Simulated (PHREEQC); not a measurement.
Consider water at 20 °C with 0.06 mol/kgw NH4HF2, 0.0042 mol/kgw H2SiF6, 0.0093 mol/kgw HBF4 and 0.0012 mol/kgw H2SO4. Closed to the air; pH follows from the charge balance.

Computed with PHREEQC (ion-association model, phreeqc.dat).

Each row changes one thing in this solution. Precipitation was switched off in this run.

```
case                                     pH  ionic strength (mol/kgw)  HF (mol/kgw)  F- (mol/kgw)  HF2- (mol/kgw)  BF3OH- (mol/kgw)  SI of Quartz (SiO2)
-------------------------------------  ----  ------------------------  ------------  ------------  --------------  ----------------  -------------------
as made                                2.72                    0.0671        0.0692        0.0337         0.00857           4.39e-5                -8.77
H2SiF6 from 0.0042 to 0.00084 mol/kgw  2.83                    0.0632        0.0626        0.0394         0.00906           4.86e-5                -9.42
H2SO4 left out                         2.76                       ___        0.0669           ___         0.00876           4.54e-5                -8.76
temperature from 20 to 85 °C           3.23                    0.0655        0.0702        0.0314         0.00930          0.000165                -5.14
diluted 5-fold with water              2.88                    0.0145           ___       0.00898             ___           4.27e-5                -5.47
```

Task: What belongs in the gaps?

Result: 
- H2SO4 left out, ionic strength (mol/kgw): 0.0663
- H2SO4 left out, F- (mol/kgw): 0.0356
- diluted 5-fold with water, HF (mol/kgw): 0.0141
- diluted 5-fold with water, HF2- (mol/kgw): 0.000467

Species that the database lacks are ignored. Constants without temperature data keep their 25 °C values here. SiF6-2 is the database's only silicon fluoride. Real BF4- forms and hydrolyses slowly; the run takes it at equilibrium.
